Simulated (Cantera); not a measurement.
Input (Python, Cantera) and output of one run.

```python
import numpy as np
import cantera as ct

gas_names = """
    C CH CH2 CH3 CH2OH CH3O CH4 CH3OH CO CO2 COOH C2 C2H CHCO,ketyl C2H2,acetylene C2H2,vinylidene
    CH2CO,ketene C2H3,vinyl CH3CO,acetyl C2H4 C2H4O,ethylen CH3CHO,ethanal CH3COOH (HCOOH)2 C2H5 C2H6
    CH3OCH3 C2H5OH C2O C3 C3H3,propargyl C3H4,allene C3H4,propyne C3H4,cyclo- C3H5,allyl C3H6,propylene
    C3H6,cyclo- C3H6O C3H7,n-propyl C3H7,i-propyl C3H8 C3H8O,1propanol C3H8O,2propanol C3O2 C4 C4H2
    C4H4,1,3-cyclo- C4H6,butadiene C4H6,2-butyne C4H6,cyclo- C4H8,1-butene C4H8,cis2-buten
    C4H8,tr2-butene C4H8,isobutene C4H8,cyclo- (CH3COOH)2 C4H9,n-butyl C4H9,i-butyl C4H9,s-butyl
    C4H9,t-butyl C4H10,isobutane C4H10,n-butane C5 C5H6,1,3cyclo- C5H8,cyclo- C5H10,1-pentene
    C5H10,cyclo- C5H11,pentyl C5H11,t-pentyl C5H12,n-pentane C5H12,i-pentane CH3C(CH3)2CH3 C6H2
    C6H5,phenyl C6H5O,phenoxy C6H6 C6H5OH,phenol C6H10,cyclo- C6H12,1-hexene C6H12,cyclo- C6H13,n-hexyl
    C7H7,benzyl C7H8 C7H8O,cresol C7H14,1-heptene C7H15,n-heptyl C7H16,n-heptane C8H8,styrene
    C8H10,ethylbenz C8H16,1-octene C8H17,n-octyl C8H18,isooctane C8H18,n-octane C9H19,n-nonyl
    C10H8,naphthale C10H21,n-decyl C12H9,o-bipheny C12H10,bipheny H HCO HO2 H2 HCHO,formaldehy HCOOH H2O
    H2O2 O OH O2 O3 Ti TiO TiO2
""".split()
cond_names = """
    C(gr) C6H6(L) C7H8(L) C8H18(L),n-octa H2O(s) H2O(L) Ti(a) Ti(b) Ti(L) TiC(s) TiC(L) TiO(a) TiO(b)
    TiO(L) TiO2(ru) TiO2(L) Ti2O3(a) Ti2O3(b) Ti2O3(L) Ti3O5(a) Ti3O5(b) Ti3O5(L) Ti4O7(s) Ti4O7(L)
""".split()


def load(file, names, dense=False):
    # The tables refer to 1 bar. Condensed volumes are neglected.
    table = {s.name: s for s in ct.Species.list_from_file(file)}
    out = []
    for n in names:
        d = dict(table[n].input_data)
        d["thermo"] = dict(d["thermo"], **{"reference-pressure": 1e5})
        if dense:
            d["equation-of-state"] = {"model": "constant-volume", "density": "1e6 g/cm^3"}
        out.append(ct.Species.from_dict(d))
    return out


gas = ct.Solution(thermo="ideal-gas", species=load("nasa_gas.yaml", gas_names))
cond = {s.name: ct.Solution(thermo="fixed-stoichiometry", species=[s], name=s.name)
        for s in load("nasa_condensed.yaml", cond_names, dense=True)}
atoms = {
    'Ti(OiPr)4': {'Ti': 1, 'C': 12, 'H': 28, 'O': 4},
    'CH4': {'C': 1, 'H': 4},
}
top_T = {'C(gr)': 4500}  # K; cautious upper limits of use, not melting points


def equilibrate(T, P, feed):
    n = {}
    for name, mol in feed.items():
        for a, k in atoms[name].items():
            n[a] = n.get(a, 0.0) + k * mol
    gas.TPX = T, P, n
    mass = sum(n.values()) * gas.mean_molecular_weight
    gas.equilibrate("TP")
    valid = [c for c in cond.values() if c.min_temp <= T <= top_T.get(c.name, c.max_temp)]
    mix = ct.Mixture([(gas, mass / gas.mean_molecular_weight)] + [(c, 0.0) for c in valid])
    mix.T, mix.P = T, P
    mix.equilibrate("TP", solver="vcs", rtol=1e-11, max_steps=5000)
    return mix


results = []
feed = {'Ti(OiPr)4': 1, 'CH4': 1.8}  # mol
P = 62000  # Pa
for T in [1773, 1823, 1873, 1923, 1973, 2023, 2073, 2123]:
    mix = equilibrate(T, P, feed)
    results.append((T, P, feed, dict(zip(mix.species_names, mix.species_moles))))

top = {s: max(r[3][s] / sum(r[3][g] for g in gas_names) for r in results) for s in gas_names}
cols = sorted((s for s in top if top[s] > 1e-05), key=lambda s: -top[s])[:9]
seen = [c for c in cond_names if any(r[3].get(c, 0) > 1e-12 for r in results)]
print("log10 of partial pressures in bar; condensed amounts in mol")
print(f"{'T/K':>10s}" + "".join(f"{s[:9]:>10s}" for s in cols + seen))
for T, P, feed, n in results:
    ng = sum(n[g] for g in gas_names)
    print(f"{T:10.4g}" + "".join(f"{np.log10(max(n[s] / ng * P / 1e5, 1e-99)):10.3f}" for s in cols)
          + "".join(f"{n.get(c, 0):10.4g}" for c in seen))
```

Output:

```
log10 of partial pressures in bar; condensed amounts in mol
       T/K        H2        CO         H C2H2,acet       CH4       H2O       CH3     C(gr)    TiC(s)
      1773    -0.297    -0.940    -3.694    -4.151    -3.668    -4.723    -5.759     8.788         1
      1823    -0.297    -0.940    -3.512    -3.972    -3.741    -4.831    -5.650     8.787         1
      1873    -0.297    -0.940    -3.339    -3.803    -3.809    -4.933    -5.548     8.784         1
      1923    -0.297    -0.940    -3.175    -3.643    -3.874    -5.030    -5.451      8.78         1
      1973    -0.298    -0.940    -3.019    -3.491    -3.936    -5.122    -5.359     8.773         1
      2023    -0.298    -0.940    -2.870    -3.347    -3.995    -5.209    -5.272     8.765         1
      2073    -0.299    -0.941    -2.729    -3.210    -4.050    -5.292    -5.189     8.754         1
      2123    -0.299    -0.941    -2.595    -3.080    -4.104    -5.371    -5.111     8.739         1
```

These are equilibrium values from Cantera (NASA tables, ideal gas, pure condensed phases), not measurements of a reactor. The feed counts by its element totals alone. TiC: taken at fixed stoichiometry.
